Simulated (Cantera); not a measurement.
A closed system holds: 1 mol AlCl₃, 320 mol NH₃, 31 mol H₂, at 1.33 mbar.

Method: chemical equilibrium by Gibbs-energy minimisation in Cantera with the NASA 1993 tables (ideal gas, pure condensed phases). Candidate condensed phases: Al, AlCl₃, AlN, NH₄Cl; 20 gas species. Equilibrium is a limit: real reactors are often held back by kinetics, nucleation or transport.

Task: Which condensed phases are stable at each of these points (T (°C)): 877, 952, 1027, 1102, 1177, 1252, 1327, 1402, 1477, 1552?

Result: 
```
T (°C)  condensed phases  Al condensed (%)
------  ----------------  ----------------
877               AlN(s)              99.7
952               AlN(s)              99.0
1027              AlN(s)              94.8
1102              AlN(s)              73.9
1177              AlN(s)               6.5
1252            gas only               0.0
1327            gas only               0.0
1402            gas only               0.0
1477            gas only               0.0
1552            gas only               0.0
```

From 877 °C to 1177 °C the condensed part is AlN(s). From 1252 °C to 1552 °C nothing is condensed.
